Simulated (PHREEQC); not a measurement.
A solution holds 52 mmol/kgw NaOH, 2.6 mmol/kgw HF and 1.9 mmol/kgw H4SiO4, at 54 °C. Closed to the air; pH follows from the charge balance.

The numbers come from PHREEQC with the ion-association model, phreeqc.dat.

```
Property                  Result
----------------  --------------
pH                         11.74
ionic strength    0.0524 mol/kgw
density              0.989 g/cm³
total alkalinity     49.4 meq/kg
```

```tsv
species	molality	activity	log γ
Na+	0.0520	0.0423	-0.090
OH-	0.0470	0.0376	-0.097
F-	0.00255	0.00204	-0.097
H3SiO4-	0.00143	0.00115	-0.095
H2SiO4-2	0.000467	0.000209	-0.350
NaF	4.90e-5	4.96e-5	0.005
H4SiO4	6.08e-6	6.15e-6	0.005
```

Precipitation was switched off in this run. Complexes and solids missing from the database can't appear. Constants without temperature data keep their 25 °C values here. SiF6-2 is the database's only silicon fluoride.
